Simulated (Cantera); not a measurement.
A freely propagating, adiabatic, planar premixed flame of 19.9 % H2, 16.8 % O2, 63.3 % N2, equivalence ratio 0.59, unburnt at 398 K and 0.132 atm; mixture-averaged transport, grid criteria slope 0.08 and curve 0.16, no radiation.

Computed with Cantera and the H2/O2 subset of GRI-Mech 3.0, which has no nitrogen chemistry. Burning velocities carry a grid error of a few per cent, more on coarse grids. Lean hydrogen flames are cellular in practice and burn faster than this planar one.

x: mole fraction of selected species; z is measured from the peak of heat release.

```csv
z (mm),T (K),u (m/s),x H2,x O2,x H2O,x H,x HO2,x H2O2
-15.3,398,1.78,0.199,0.168,<1e-8,<1e-8,<1e-8,<1e-8
-10.2,398,1.78,0.199,0.168,<1e-8,<1e-8,<1e-8,<1e-8
-7.66,398,1.78,0.199,0.168,<1e-8,<1e-8,<1e-8,<1e-8
-5.11,398,1.78,0.198,0.168,…,<1e-8,…,<1e-8
-2.55,413,1.84,0.191,0.169,0.000655,2.79e-5,8.37e-5,7.30e-6
-1.28,623,2.70,0.157,0.165,0.0191,0.00331,5.90e-5,1.26e-5
0,986,4.17,0.0818,0.137,0.0859,0.0204,2.32e-5,9.48e-7
1.28,1244,5.21,0.0251,0.0948,0.158,0.0305,1.28e-5,1.28e-6
2.55,1372,5.73,0.0143,0.0832,0.177,0.0264,9.43e-6,1.01e-6
5.11,1503,6.23,0.0120,0.0795,0.186,0.0181,7.17e-6,5.86e-7
10.2,1626,6.69,…,0.0775,0.195,…,…,…
20.4,1732,7.07,0.00647,0.0762,0.203,0.00500,3.66e-6,1.58e-7
40.8,1807,7.34,0.00362,0.0759,0.209,0.00189,2.25e-6,8.97e-8
```

Question: Complete the blanks.

Answer: 
- -5.11, x H2O: 2.76e-7
- -5.11, x HO2: 9.79e-8
- 10.2, x H2: 0.00959
- 10.2, x H: 0.0106
- 10.2, x HO2: 5.34e-6
- 10.2, x H2O2: 3.02e-7
